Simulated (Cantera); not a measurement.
SiF4 + NH3 + N2 (silicon nitride deposition)

Charge: 1 mol SiF4, 4.2 mol NH3, 76 mol N2, held at 0.230 bar.

Method: chemical equilibrium by Gibbs-energy minimisation in Cantera with the NASA 1993 tables (ideal gas, pure condensed phases). Candidate condensed phases: Si, Si3N4; 37 gas species. The tables' values for SiF3, SiF2 are old estimates; treat these amounts as uncertain. Kinetics and transport are ignored.

From 950 K to 1550 K the condensed part is Si3N4(s). At 1625 K nothing is condensed. The main Si-bearing gas is SiF4 throughout. The share of Si in condensed phases is highest at 1400 K (1.6 %) and lowest at 1625 K (0.0 %).

```csv
T (K),log p N2,log p H2,log p SiF4,log p HF,log p SiF3,log p SiF2,log p SiHF3,n Si3N4(s)
950,-0.68,-1.77,-2.57,-4.70,-7.33,-11.67,-5.68,0.000553
1025,-0.68,-1.77,-2.57,-4.43,-6.58,-10.30,-5.41,0.00102
1100,-0.68,-1.77,-2.57,-4.20,-5.93,-9.12,-5.17,0.00172
1175,-0.68,-1.77,-2.58,-3.99,-5.37,-8.10,-4.96,0.00266
1250,-0.68,-1.77,-2.58,-3.82,-4.88,-7.20,-4.78,0.00379
1325,-0.68,-1.77,-2.59,-3.66,-4.45,-6.41,-4.63,0.00488
1400,-0.68,-1.77,-2.60,-3.53,-4.07,-5.71,-4.49,0.00547
1475,-0.68,-1.78,-2.62,-3.40,-3.74,-5.08,-4.38,0.00468
1550,-0.68,-1.78,-2.65,-3.30,-3.45,-4.53,-4.28,0.000998
1625,-0.68,-1.78,-2.69,-3.14,-3.27,-4.18,-4.28,0
```
log p: log10 of the partial pressure in bar; n: condensed amount in mol.
